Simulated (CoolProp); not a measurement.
Saturation properties of ethane.

The numbers come from the reference Helmholtz-energy equation of state, Bücker 2006 in CoolProp.

```tsv
T (K)	p (MPa)	liquid density (kg/m³)	enthalpy of vaporisation (kJ/kg)	surface tension (mN/m)	liquid viscosity (µPa s)
142.3	0.004782	594.0	538.8	23.0	307
145.1	0.006230	590.8	535.8	22.6	292
147.9	0.008026	587.6	532.7	22.1	279
150.6	0.01014	584.5	529.7	21.7	267
153.4	0.01281	581.2	526.7	21.2	255
156.2	0.01602	578.0	523.5	20.8	245
159	0.01986	574.7	520.4	20.3	234
161.8	0.02442	571.4	517.2	19.8	225
164.5	0.02959	568.2	514.1	19.4	217
167.3	0.03583	564.9	510.8	19.0	208
170.1	0.04310	561.6	507.5	18.5	200
172.9	0.05149	558.2	504.1	18.1	193
175.6	0.06076	554.9	500.8	17.6	186
```

It boils at 184.6 K under 1 atm.

Viscosity comes from a separate model (Friend 1991). Surface tension comes from a separate correlation (Mulero 2012).
